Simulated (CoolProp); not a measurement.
Saturation properties of R1233zd(E).

Computed with CoolProp (reference Helmholtz-energy equation of state, Akasaka 2022).

```
T (K)   p (MPa)  liquid density (kg/m³)  liquid cp (kJ/(kg K))  vapour Z
-----  --------  ----------------------  ---------------------  --------
222.1  0.002752                    1432                  1.048    0.9973
232.9  0.005733                    1409                  1.065    0.9952
243.8   0.01112                    1386                  1.084    0.9920
254.7   0.02015                    1362                  1.102    0.9874
265.5   0.03430                    1338                  1.122    0.9813
276.4   0.05583                    1314                  1.142    0.9732
287.2   0.08667                    1289                  1.163    0.9630
298.1    0.1301                    1263                  1.186    0.9504
```

It boils at 291.3 K under 1 atm.
